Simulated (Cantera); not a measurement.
Input (Python, Cantera) and output of one run.

```python
import numpy as np
import cantera as ct

gas_names = """
    C CH CH2 CH3 CH2OH CH3O CH4 CH3OH CO CO2 COOH C2 C2H CHCO,ketyl C2H2,acetylene C2H2,vinylidene
    CH2CO,ketene C2H3,vinyl CH3CO,acetyl C2H4 C2H4O,ethylen CH3CHO,ethanal CH3COOH (HCOOH)2 C2H5 C2H6
    CH3OCH3 C2H5OH C2O C3 C3H3,propargyl C3H4,allene C3H4,propyne C3H4,cyclo- C3H5,allyl C3H6,propylene
    C3H6,cyclo- C3H6O C3H7,n-propyl C3H7,i-propyl C3H8 C3H8O,1propanol C3H8O,2propanol C3O2 C4 C4H2
    C4H4,1,3-cyclo- C4H6,butadiene C4H6,2-butyne C4H6,cyclo- C4H8,1-butene C4H8,cis2-buten
    C4H8,tr2-butene C4H8,isobutene C4H8,cyclo- (CH3COOH)2 C4H9,n-butyl C4H9,i-butyl C4H9,s-butyl
    C4H9,t-butyl C4H10,isobutane C4H10,n-butane C5 C5H6,1,3cyclo- C5H8,cyclo- C5H10,1-pentene
    C5H10,cyclo- C5H11,pentyl C5H11,t-pentyl C5H12,n-pentane C5H12,i-pentane CH3C(CH3)2CH3 C6H2
    C6H5,phenyl C6H5O,phenoxy C6H6 C6H5OH,phenol C6H10,cyclo- C6H12,1-hexene C6H12,cyclo- C6H13,n-hexyl
    C7H7,benzyl C7H8 C7H8O,cresol C7H14,1-heptene C7H15,n-heptyl C7H16,n-heptane C8H8,styrene
    C8H10,ethylbenz C8H16,1-octene C8H17,n-octyl C8H18,isooctane C8H18,n-octane C9H19,n-nonyl
    C10H8,naphthale C10H21,n-decyl C12H9,o-bipheny C12H10,bipheny H HCO HO2 H2 HCHO,formaldehy HCOOH H2O
    H2O2 O OH O2 O3
""".split()
cond_names = """
    C(gr) C6H6(L) C7H8(L) C8H18(L),n-octa H2O(s) H2O(L)
""".split()


def load(file, names, dense=False):
    # The tables refer to 1 bar. Condensed volumes are neglected.
    table = {s.name: s for s in ct.Species.list_from_file(file)}
    out = []
    for n in names:
        d = dict(table[n].input_data)
        d["thermo"] = dict(d["thermo"], **{"reference-pressure": 1e5})
        if dense:
            d["equation-of-state"] = {"model": "constant-volume", "density": "1e6 g/cm^3"}
        out.append(ct.Species.from_dict(d))
    return out


gas = ct.Solution(thermo="ideal-gas", species=load("nasa_gas.yaml", gas_names))
cond = {s.name: ct.Solution(thermo="fixed-stoichiometry", species=[s], name=s.name)
        for s in load("nasa_condensed.yaml", cond_names, dense=True)}
atoms = {
    'CO2': {'C': 1, 'O': 2},
    'H2O': {'H': 2, 'O': 1},
}
top_T = {'C(gr)': 4500}  # K; cautious upper limits of use, not melting points


def equilibrate(T, P, feed):
    n = {}
    for name, mol in feed.items():
        for a, k in atoms[name].items():
            n[a] = n.get(a, 0.0) + k * mol
    gas.TPX = T, P, n
    mass = sum(n.values()) * gas.mean_molecular_weight
    gas.equilibrate("TP")
    valid = [c for c in cond.values() if c.min_temp <= T <= top_T.get(c.name, c.max_temp)]
    mix = ct.Mixture([(gas, mass / gas.mean_molecular_weight)] + [(c, 0.0) for c in valid])
    mix.T, mix.P = T, P
    mix.equilibrate("TP", solver="vcs", rtol=1e-11, max_steps=5000)
    return mix


results = []
feed = {'CO2': 1, 'H2O': 0.078}  # mol
T = 2748.15  # K
for P in [10, 84, 710, 6000, 50000, 420000, 3600000, 30000000]:
    mix = equilibrate(T, P, feed)
    results.append((T, P, feed, dict(zip(mix.species_names, mix.species_moles))))

top = {s: max(r[3][s] / sum(r[3][g] for g in gas_names) for r in results) for s in gas_names}
cols = sorted((s for s in top if top[s] > 1e-06), key=lambda s: -top[s])[:5]
seen = [c for c in cond_names if any(r[3].get(c, 0) > 1e-12 for r in results)]
print("log10 of partial pressures in bar; condensed amounts in mol")
print(f"{'P/Pa':>10s}" + "".join(f"{s[:9]:>10s}" for s in cols + seen))
for T, P, feed, n in results:
    ng = sum(n[g] for g in gas_names)
    print(f"{P:10.4g}" + "".join(f"{np.log10(max(n[s] / ng * P / 1e5, 1e-99)):10.3f}" for s in cols)
          + "".join(f"{n.get(c, 0):10.4g}" for c in seen))
```

It prints:

```
log10 of partial pressures in bar; condensed amounts in mol
      P/Pa       CO2        CO         O        O2         H
        10    -6.409    -4.346    -4.334    -5.957    -5.157
        84    -4.642    -3.410    -3.503    -4.296    -4.249
       710    -3.069    -2.484    -2.856    -3.000    -3.467
      6000    -1.733    -1.636    -2.368    -2.025    -2.941
     5e+04    -0.582    -0.883    -1.970    -1.228    -2.559
   4.2e+05     0.466    -0.191    -1.615    -0.518    -2.221
   3.6e+06     1.462     0.471    -1.280     0.151    -1.897
     3e+07     2.414     1.105    -0.961     0.788    -1.584
```

Equilibrium computed with Cantera from the NASA thermochemical tables; the gas is ideal and each condensed phase is pure. The ideal-gas law is rough above about 30 bar.
